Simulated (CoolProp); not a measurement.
Vapour-liquid equilibrium of R114 (1) + n-heptane (2) at 0.417 MPa; x and y are mole fractions of (1).

Values from CoolProp's multi-fluid Helmholtz-energy mixture model, Platzer 1990 and Span 2003; pair parameters Bell 2016. This equation is an older, rougher fit; its heat capacities, sound speeds and derivatives of the liquid may be far off and weren't checked against measurements.

| x | bubble temperature (°C) | y at the bubble point | dew temperature at overall composition x (°C) | liquid density (mol/L) |
|---|---|---|---|---|
| 0.05 | … | … | … | … |
| 0.15 | 110.0 | 0.679 | 147.5 | 6.160 |
| 0.25 | 91.6 | … | 142.0 | 6.464 |
| 0.35 | 79.6 | 0.891 | … | 6.713 |
| 0.45 | 71.3 | 0.926 | 129.3 | 6.932 |
| 0.55 | 65.3 | 0.947 | 121.7 | 7.137 |
| 0.65 | 60.7 | 0.962 | 112.9 | 7.336 |
| 0.75 | 56.6 | 0.973 | 102.0 | 7.537 |
| 0.85 | 52.9 | … | 87.4 | 7.746 |
| 0.95 | 49.3 | 0.995 | 64.4 | … |

Q: Fill in the missing entries.

A: 
- 0.05, bubble temperature (°C): 137.8
- 0.05, y at the bubble point: 0.320
- 0.05, dew temperature at overall composition x (°C): 152.7
- 0.05, liquid density (mol/L): 5.770
- 0.25, y at the bubble point: 0.825
- 0.35, dew temperature at overall composition x (°C): 136.0
- 0.85, y at the bubble point: 0.984
- 0.95, liquid density (mol/L): 7.969

No azeotrope shows between x = 0.05 and 0.95.

Pair parameters are fitted to limited data, so mixtures are less certain than the pure fluids.
